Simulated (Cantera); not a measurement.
Predominance diagram of Mg at 1175 K against the partial pressures of O2 and F2 (log10, bar). Cantera with NASA thermochemical tables; ideal gases at 1 bar, condensed phases pure. Candidates: Mg(l), MgF2(s), MgO(s). Only these pure phases compete in this equilibrium. Not in the tables: oxide halides.

```
log p(F2) \ log p(O2)
        columns: -17, -15.9, -14.8, -13.6, -12.5, -11.4, -10.2, -9.1, -8, -6.9, -5.8, -4.6, -3.5, -2.4, -1.2, -0.1, 1
      0  A A A A A A A A A A A A A A A A A
   -3.2  A A A A A A A A A A A A A A A A A
   -6.4  A A A A A A A A A A A A A A A A A
   -9.6  A A A A A A A A A A A A A A A A A
  -12.8  A A A A A A A A A A A A A A A A A
    -16  A A A A A A A A A A A A A A A A A
  -19.2  A A A A A A A A A A A A A A A A A
  -22.4  A A A A A A A A A A A B B B B B B
  -25.6  A A A A A B B B B B B B B B B B B
  -28.8  B B B B B B B B B B B B B B B B B
    -32  B B B B B B B B B B B B B B B B B
```

A: MgF2(s); B: MgO(s).
